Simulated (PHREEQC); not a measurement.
Make-up at 20 °C: 0.28 mol/kgw HNO3, 0.0014 mol/kgw Al(NO3)3 and 0.043 mol/kgw CuSO4. It is in equilibrium with CO2 at log p = 0 (atm). Otherwise closed; pH follows from the charge balance.

All values are PHREEQC results (ion-association model, phreeqc.dat), not measurements.

```csv
quantity,before,after
pH,0.72,1.50
ionic strength (mol/kgw),0.379,0.154
HSO4- (mol/kgw),0.0332,0.0170
SO4-2 (mol/kgw),0.00629,0.0145
Al+3 (mol/kgw),0.000829,0.000336
AlSO4+ (mol/kgw),0.000526,0.000924
SI of Gibbsite (Al(OH)3),-10.33,-8.20
```

Name the change that produced these shifts.
A) diluted 2-fold with water
B) 0.018 mol/kgw NaCl added
C) HNO3 from 0.28 to 0.056 mol/kgw
D) Al(NO3)3 from 0.0014 to 0.0021 mol/kgw
E) HNO3 replaced by KNO3 at the same molality

C, HNO3 from 0.28 to 0.056 mol/kgw

No solid was allowed to form.
